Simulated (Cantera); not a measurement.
## Counterflow diffusion flame

A counterflow diffusion flame at 1.00 bar, nozzles 20 mm apart: fuel side 55.9 % C3H8, 44.1 % N2 at 525 K, oxidiser side 20.0 % O2, 80.0 % N2 at 350 K, fuel mass flux 0.97 times the oxidiser's; mixture-averaged transport, no radiation.

Detailed kinetics in Cantera: GRI-Mech 3.0 (53 species, 325 reactions). GRI-Mech 3.0 was tuned for natural gas; its chemistry of propane as a main component is partial and can be far from experiment. GRI-Mech 3.0 has no aromatics or soot, which form on the fuel side of real flames. The maximum strain rate includes the flame's own expansion and is several times the mean.

| oxidiser flux (kg/m²/s) | max strain (1/s) | mean strain (1/s) | T max (K) | peak x OH | peak x H | peak x NO | peak x CO | peak x C2H2 |
|---|---|---|---|---|---|---|---|---|
| 0.25 | 158 | 26.9 | 1949 | 0.00523 | 0.00323 | 0.000196 | 0.0507 | 0.0304 |
| 0.34 | 207 | 36.6 | 1930 | 0.00519 | 0.00343 | 0.000183 | 0.0509 | 0.0287 |
| 0.47 | 276 | 50.6 | 1911 | 0.00513 | 0.00363 | 0.000168 | 0.0512 | 0.0269 |
| 0.64 | 364 | 68.9 | 1894 | 0.00506 | 0.00381 | 0.000151 | 0.0516 | 0.0252 |
| 0.87 | 480 | 93.7 | 1874 | 0.00494 | 0.00396 | 0.000133 | 0.0522 | 0.0234 |
| 1.2 | 642 | 129 | 1851 | 0.00476 | 0.00407 | 0.000111 | 0.0530 | 0.0212 |
| 1.6 | 834 | 172 | 1826 | 0.00451 | 0.00410 | 8.91e-5 | 0.0542 | 0.0190 |
| 2.2 | 1110 | 237 | 1792 | 0.00412 | 0.00401 | 6.34e-5 | 0.0559 | 0.0160 |
| 3 | 1480 | 323 | 1747 | 0.00356 | 0.00371 | 3.76e-5 | 0.0582 | 0.0123 |
x: mole fraction; the columns are a selection and need not sum to one.
